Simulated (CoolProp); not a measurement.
Vapour-liquid equilibrium of fluoroethane (R161) (1) + R1234yf (2) at 280.8 K; x and y are mole fractions of (1).

The numbers come from the multi-fluid Helmholtz-energy mixture model, Wu 2012 and Lemmon 2022; pair parameters Bell 2016 in CoolProp.

| x | bubble pressure (MPa) | y at the bubble point | dew pressure at overall composition x (MPa) | liquid density (mol/L) |
|---|---|---|---|---|
| 0.05 | 0.4163 | 0.070 | 0.4134 | 10.28 |
| 0.2 | 0.4452 | 0.259 | 0.4360 | 10.88 |
| 0.35 | 0.4721 | 0.424 | 0.4599 | 11.55 |
| 0.5 | 0.4964 | 0.570 | 0.4847 | 12.29 |
| 0.65 | 0.5181 | 0.705 | 0.5095 | 13.12 |
| 0.8 | 0.5371 | 0.832 | 0.5326 | 14.06 |
| 0.95 | 0.5532 | 0.957 | 0.5524 | 15.12 |

No azeotrope shows between x = 0.05 and 0.95.

Pair parameters are fitted to limited data, so mixtures are less certain than the pure fluids.
